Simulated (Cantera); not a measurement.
Mixture: CH₄ : O₂ : N₂ : H₂O = 1 : 2.41 : 9.06 : 1.7 (molar parts), at 25500 Torr, adiabatic and at constant volume. Ignition delay is the time to a rise of 400 K.

Cantera simulation using GRI-Mech 3.0 (53 species, 325 reactions); the numbers are that mechanism's predictions, not measurements. The pressure lies above the range GRI-Mech 3.0 was tuned for (to about 10 atm).

**Question.** Predict: delay at 1275 K; delay at 1350 K; delay at 1425 K; delay at 1500 K; delay at 1575 K; delay at 1650 K; delay at 1725 K; apparent activation energy between 1575 and 1725 K.

**Answer.** delay at 1275 K: 0.499 ms
delay at 1350 K: 0.231 ms
delay at 1425 K: 0.114 ms
delay at 1500 K: 59.2 µs
delay at 1575 K: 31.7 µs
delay at 1650 K: 17.5 µs
delay at 1725 K: 9.85 µs
apparent activation energy between 1575 and 1725 K: 180 kJ/mol
